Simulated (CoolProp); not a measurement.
A closed Brayton cycle with carbon dioxide: compressor inlet 327.15 K and 8.3 MPa, high pressure 25.9 MPa, turbine inlet 940 K, compressor efficiency 0.89, turbine efficiency 0.85, recuperator effectiveness 0 (on enthalpy, no pinch check). Each further row changes one setting.

Model: reference Helmholtz-energy equation of state, Span 1996, in CoolProp.

| case | thermal efficiency (%) | net work (kJ/kg) | compressor to turbine work | compressor exit (K) | turbine exit (K) |
|---|---|---|---|---|---|
| as stated | 15.0 | 102 | 0.37 | 422.9 | 801.2 |
| turbine inlet 890 K | 15.0 | 92.4 | 0.39 | 422.9 | 755.9 |
| compressor inlet 337.15 K | 14.6 | 95.0 | 0.41 | 439.2 | 801.2 |
| high pressure 22 MPa | 13.1 | 90.6 | 0.35 | 408.8 | 820.4 |
| recuperator effectiveness 0.5 | 22.1 | 102 | 0.37 | 422.9 | 801.2 |
